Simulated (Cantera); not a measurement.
**Equilibrium for aluminium nitride and oxide growth: AlCl3 + HCl + N2 + N2O**

Feed: 1 mol AlCl3, 4.4 mol HCl, 14 mol N2, 0.79 mol N2O, held at 0.143 Torr.

These are equilibrium values from Cantera (NASA tables, ideal gas, pure condensed phases), not measurements of a reactor. Candidate condensed phases: Al, AlCl3, AlN, Al2O3, H2O, NH4Cl; 45 gas species. The tables' values for AlCl2 are old estimates; treat these amounts as uncertain. Condensed phases not in the tables: AlOCl. Rates play no part.

```tsv
T (K)	x N2	x HCl	x Cl	x Cl2	x AlCl3	x AlCl	x AlCl2	x H2	n Al2O3(s)
975	0.722	0.215	0.00368	0.0367	0.0231	<1e-12	1.10e-11	2.08e-11	0.263
1075	0.718	0.214	0.0142	0.0313	0.0230	<1e-12	3.75e-10	2.11e-10	0.263
1175	0.710	0.211	0.0367	0.0196	0.0227	<1e-12	8.16e-9	2.00e-9	0.263
1275	0.701	0.209	0.0606	0.00715	0.0224	2.05e-11	1.48e-7	2.44e-8	0.263
1375	0.697	0.207	0.0710	0.00175	0.0223	3.08e-9	2.30e-6	3.62e-7	0.263
1475	0.696	0.207	0.0736	0.000425	0.0223	2.88e-7	2.74e-5	4.61e-6	0.263
1575	0.696	0.207	0.0745	0.000118	0.0220	1.55e-5	0.000240	4.43e-5	0.263
1675	0.694	0.206	0.0772	4.01e-5	0.0203	0.000460	0.00147	0.000307	0.263
1775	0.685	0.200	0.0905	1.98e-5	0.0127	0.00486	0.00434	0.00128	0.262
1875	0.669	0.189	0.113	1.24e-5	0.00337	0.0137	0.00425	0.00361	0.259
```
x: gas mole fraction; n: condensed amount in mol.

From 975 K to 1875 K the condensed part is Al2O3(s). The main Al-bearing gas is AlCl3 at 975 K and AlCl at 1875 K.
